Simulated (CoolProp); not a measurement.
Sulfur dioxide along the isobar 10.5 MPa: density (kg/m³) from the reference equation and from simpler models built on Tc = 430.6 K, pc = 7.887 MPa, ω = 0.256; each cubic takes its own stable root.

Values from CoolProp's reference Helmholtz-energy equation of state, Gao 2016.

```json
[
 {"T (K)": "242.1", "phase": "liquid", "reference": "1529", "van der Waals": "912.6", "Redlich-Kwong": "1334", "Soave-Redlich-Kwong": "1365", "Peng-Robinson": "1537"},
 {"T (K)": "277.5", "phase": "liquid", "reference": "1441", "van der Waals": "870.9", "Redlich-Kwong": "1257", "Soave-Redlich-Kwong": "1295", "Peng-Robinson": "1461"},
 {"T (K)": "312.8", "phase": "liquid", "reference": "1348", "van der Waals": "824.3", "Redlich-Kwong": "1170", "Soave-Redlich-Kwong": "1212", "Peng-Robinson": "1369"},
 {"T (K)": "348.2", "phase": "liquid", "reference": "1245", "van der Waals": "770.6", "Redlich-Kwong": "1068", "Soave-Redlich-Kwong": "1109", "Peng-Robinson": "1254"},
 {"T (K)": "383.5", "phase": "liquid", "reference": "1121", "van der Waals": "705.8", "Redlich-Kwong": "943.6", "Soave-Redlich-Kwong": "978.2", "Peng-Robinson": "1103"},
 {"T (K)": "418.9", "phase": "liquid", "reference": "944.5", "van der Waals": "619.3", "Redlich-Kwong": "774.6", "Soave-Redlich-Kwong": "789.2", "Peng-Robinson": "881.8"},
 {"T (K)": "454.3", "phase": "supercritical", "reference": "439.5", "van der Waals": "465.6", "Redlich-Kwong": "449.2", "Soave-Redlich-Kwong": "397.2", "Peng-Robinson": "422.6"},
 {"T (K)": "489.6", "phase": "supercritical", "reference": "253.6", "van der Waals": "276.8", "Redlich-Kwong": "264.1", "Soave-Redlich-Kwong": "245.7", "Peng-Robinson": "257.8"},
 {"T (K)": "525", "phase": "supercritical", "reference": "203.7", "van der Waals": "219.0", "Redlich-Kwong": "211.8", "Soave-Redlich-Kwong": "198.8", "Peng-Robinson": "207.1"}
]
```
